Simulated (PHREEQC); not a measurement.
Solution (20 °C): 0.12 mol/kgw NiSO4, 0.00022 mol/kgw ZnCl2, 0.00025 mol/kgw NaH2PO4 and 0.23 mol/kgw Na2SO4. Closed to the air; pH follows from the charge balance.

Model: ion-association model, wateq4f.dat, run in PHREEQC.

No solid was allowed to form.

Question: Estimate the pH, ionic strength.

Answer: pH 5.51; ionic strength 0.717 mol/kgw.

Question: In which forms is Na present?

Answer: Na+ 85 %, NaSO4- 15 % of the Na.

The solution is supersaturated, for example in Ni3(PO4)2, so a real one may precipitate; this is no full list. Ionic strength above about 0.7 mol/kgw puts this run outside the model's range. Species that the database lacks are ignored. H3PO4, which wateq4f.dat lacks, is added to it with the constant of phreeqc.dat. The database has no phosphate complexes of Zn, Ni.
